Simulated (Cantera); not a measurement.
Input (Python, Cantera):

```python
import numpy as np
import cantera as ct

gas = ct.Solution("gri30.yaml")
gas.TPX = 1723, 16000, {'CH4': 0.022, 'H2': 1, 'H': 0.073}
reactor = ct.IdealGasConstPressureReactor(gas, energy="off", clone=False)
net = ct.ReactorNet([reactor])
net.rtol, net.atol = 1e-08, 1e-18
show = ['CH4', 'H2', 'H', 'CH3', 'CH2', 'C2H6', 'C2H4']
times = np.geomspace(0.0002, 80, 12)

steps = ct.SolutionArray(gas, extra=["t"])
rows = []
print(f"{'t/s':>10s}{'T/K':>9s}{'P/Pa':>11s}" + "".join(f"{s:>11s}" for s in show))
for t in times:
    while net.time < t:
        t_next = net.step()
        steps.append(gas.state, t=t_next)
    rows.append([np.interp(t, steps.t, y) for y in (steps.T, steps.P, *steps(*show).X.T)])
    print(f"{t:10.3e}{rows[-1][0]:9.1f}{rows[-1][1]:11.4g}" + "".join(f"{x:11.3e}" for x in rows[-1][2:]))
rate = np.gradient(steps.T, steps.t)
print("integrator steps:", len(steps.t))
if steps.T.max() > steps.T[0] + 200:
    print(f"time of steepest temperature rise: {steps.t[rate.argmax()]:.4e} s")
gas.TPX = 1723, 16000, {'CH4': 0.022, 'H2': 1, 'H': 0.073}
gas.equilibrate("TP")
print(f"equilibrium (TP): T = {gas.T:.1f} K  " + "  ".join(f"{s} {gas[s].X[0]:.3e}" for s in show))
```

Output:

```
       t/s      T/K       P/Pa        CH4         H2          H        CH3        CH2       C2H6       C2H4
 2.000e-04   1723.0    1.6e+04  1.062e-02  9.743e-01  9.142e-03  1.961e-03  1.226e-05  1.299e-05  1.147e-04
 6.461e-04   1723.0    1.6e+04  1.113e-02  9.806e-01  3.205e-03  7.292e-04  2.091e-06  5.283e-06  7.130e-05
 2.087e-03   1723.0    1.6e+04  1.126e-02  9.828e-01  1.107e-03  2.559e-04  2.838e-07  1.736e-06  4.958e-05
 6.743e-03   1723.0    1.6e+04  1.120e-02  9.835e-01  5.114e-04  1.179e-04  6.255e-08  6.338e-07  3.877e-05
 2.178e-02   1723.0    1.6e+04  1.096e-02  9.837e-01  4.426e-04  9.980e-05  4.604e-08  4.927e-07  3.756e-05
 7.038e-02   1723.0    1.6e+04  1.023e-02  9.841e-01  4.433e-04  9.329e-05  4.317e-08  4.310e-07  3.890e-05
 2.274e-01   1723.0    1.6e+04  8.425e-03  9.850e-01  4.458e-04  7.718e-05  3.604e-08  2.962e-07  4.252e-05
 7.345e-01   1723.0    1.6e+04  5.396e-03  9.866e-01  4.502e-04  4.984e-05  2.365e-08  1.271e-07  4.948e-05
 2.373e+00   1723.0    1.6e+04  2.700e-03  9.880e-01  4.544e-04  2.515e-05  1.213e-08  3.808e-08  5.662e-05
 7.665e+00   1723.0    1.6e+04  1.665e-03  9.885e-01  4.564e-04  1.557e-05  7.570e-09  1.963e-08  5.960e-05
 2.476e+01   1723.0    1.6e+04  1.594e-03  9.885e-01  4.565e-04  1.491e-05  7.253e-09  1.868e-08  5.981e-05
 8.000e+01   1723.0    1.6e+04  1.594e-03  9.885e-01  4.565e-04  1.490e-05  7.253e-09  1.868e-08  5.981e-05
integrator steps: 1593
equilibrium (TP): T = 1723.0 K  CH4 1.594e-03  H2 9.885e-01  H 4.565e-04  CH3 1.490e-05  CH2 7.253e-09  C2H6 1.868e-08  C2H4 5.981e-05
```

Detailed kinetics in Cantera: GRI-Mech 3.0 (53 species, 325 reactions). GRI-Mech 3.0 stops at C3 and has no aromatics, soot or wall deposition, so with more carbon than oxygen in the feed, carbon stays in small species such as C2H2 where larger ones or solid carbon would form.
